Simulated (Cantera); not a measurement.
Input (Python, Cantera):

```python
import numpy as np
import cantera as ct

gas = ct.Solution("gri30.yaml")


def delay(T, t_max=10):
    gas.TPX = T, 220000, {'CO': 1, 'H2': 0.96, 'O2': 0.445, 'N2': 1.51, 'CO2': 0.13}
    reactor = ct.IdealGasConstPressureReactor(gas, clone=False)
    net = ct.ReactorNet([reactor])
    net.rtol, net.atol = 1e-8, 1e-16
    while net.time < t_max:
        t_old, T_old = net.time, reactor.T
        net.step()
        if reactor.T > T + 400:  # ignition: a rise of 400 K
            return t_old + (T + 400 - T_old) / (reactor.T - T_old) * (net.time - t_old)
    return np.nan


taus = []
for T in [850, 950, 1050, 1150, 1250, 1350, 1450, 1550]:
    taus.append(delay(T))
    print(f"T0 = {T:6g} K   tau = {taus[-1]:.4e} s")
```

It prints:

```
T0 =    850 K   tau = 2.9337e-01 s
T0 =    950 K   tau = 8.3809e-03 s
T0 =   1050 K   tau = 2.0310e-04 s
T0 =   1150 K   tau = 4.4211e-05 s
T0 =   1250 K   tau = 2.2454e-05 s
T0 =   1350 K   tau = 1.4383e-05 s
T0 =   1450 K   tau = 1.0485e-05 s
T0 =   1550 K   tau = 8.4295e-06 s
```

Detailed kinetics in Cantera: GRI-Mech 3.0 (53 species, 325 reactions). The hydrogen kinetics of GRI-Mech 3.0 are dated; newer H2 mechanisms differ, most at raised pressure. Below about 950 K walls govern HO2 and H2O2 in real vessels. Where the delays flatten at high temperature, the 400 K rule measures the pace of heat release, not the induction time.
